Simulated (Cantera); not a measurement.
Feed: 1 mol Si, 0.21 mol H₂O, 990 mol N₂, at 1.20 Pa.

Method: chemical equilibrium by Gibbs-energy minimisation in Cantera with the NASA 1993 tables (ideal gas, pure condensed phases). Candidate condensed phases: H₂O, Si, SiO₂, Si₂N₂O, Si₃N₄; 35 gas species. N₂ is the only nitrogen source here; it is nearly inert below about 1500 K, so the nitride shown seldom forms there in practice. Mutual solubility and eutectic melting of coexisting phases are not modelled. Equilibrium is a limit: real reactors are often held back by kinetics, nucleation or transport. All values below are at 1300 K.

Base state: N₂ 1.000, H₂ 0.000210, SiO 8.97e-5 (mole fractions); condensed: Si₂N₂O(s) + Si₃N₄(s).

### Question
What changes in the equilibrium state with this change: Si replaced by SiC?

### Answer
```json
[
 {"species": "N₂", "before": "1.000", "after": "1.000"},
 {"species": "H₂", "before": "0.000210", "after": "0.000210"},
 {"species": "CO", "before": "0", "after": "0.000108"},
 {"species": "SiO", "before": "8.97e-5", "after": "0.000102"},
 {"species": "Si₂N₂O(s), mol", "before": "0.121", "after": "0.00269"},
 {"species": "Si₃N₄(s), mol", "before": "0.223", "after": "0"},
 {"species": "SiC(s), mol", "before": "0", "after": "0.893"}
]
```
Further candidate phases: C, C₆H₆, C₇H₈, C₈H₁₈, SiC.

### Question
What changes in the equilibrium state with this change: H₂O from 0.21 to 3 mol?

### Answer
| species | before | after |
|---|---|---|
| N₂ | 1.000 | 0.997 |
| H₂ | 0.000210 | 0.00201 |
| H₂O | <1e-9 | 0.00101 |
| SiO | 8.97e-5 | 3.49e-7 |
| H | 4.63e-6 | 1.43e-5 |
| Si₂N₂O(s), mol | 0.121 | 0 |
| Si₃N₄(s), mol | 0.223 | 0 |
| SiO₂(β-quartz), mol | 0 | 1.000 |
The tables hold silica as quartz up to 1696 K and as liquid above; real silica turns to tridymite and cristobalite and melts near 1996 K.
